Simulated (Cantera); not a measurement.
A perfectly stirred reactor is fed with CH4 : CO : O2 : N2 = 1 : 0.059 : 1.84 : 6.94 (molar parts), equivalence ratio 1.1, at 9.87 atm; it is adiabatic with a 800 K inlet, and is followed from long to short residence time, starting on the burning branch (τ in s: 0.33, 0.11, 0.036, 0.012, 0.004, 0.0013, 0.00045, 0.00015, 4.9e-05).

Detailed kinetics in Cantera: GRI-Mech 3.0 (53 species, 325 reactions).

x: mole fraction; the columns are a selection and need not sum to one.

| τ (s) | T (K) | x CH4 | x CO | x O2 | x C2H4 | x H | x O |
|---|---|---|---|---|---|---|---|
| 0.33 | 2547 | 1.24e-7 | 0.0312 | 0.00127 | <1e-12 | 0.00109 | 0.000207 |
| 0.11 | 2547 | 3.71e-7 | 0.0312 | 0.00129 | 3.07e-12 | 0.00110 | 0.000208 |
| 0.036 | 2547 | 1.11e-6 | 0.0313 | 0.00133 | 2.77e-11 | 0.00111 | 0.000213 |
| 0.012 | 2545 | ? | 0.0314 | ? | 2.28e-10 | 0.00115 | 0.000226 |
| 0.0040 | 2541 | 8.69e-6 | 0.0316 | 0.00173 | 1.65e-9 | 0.00124 | 0.000259 |
| 0.0013 | 2529 | 2.22e-5 | 0.0324 | 0.00239 | 1.01e-8 | 0.00146 | 0.000335 |
| 0.00045 | 2506 | 4.98e-5 | 0.0339 | 0.00361 | 4.54e-8 | 0.00187 | 0.000480 |
| 0.00015 | 2466 | ? | 0.0366 | ? | ? | ? | ? |
| 4.9e-5 | 2403 | 0.000266 | 0.0408 | 0.00937 | 7.65e-7 | 0.00369 | 0.00114 |

Complete the blanks.


- 0.012, x CH4: 3.20e-6
- 0.012, x O2: 0.00144
- 0.00015, x CH4: 0.000112
- 0.00015, x O2: 0.00578
- 0.00015, x C2H4: 1.85e-7
- 0.00015, x H: 0.00259
- 0.00015, x O: 0.000744
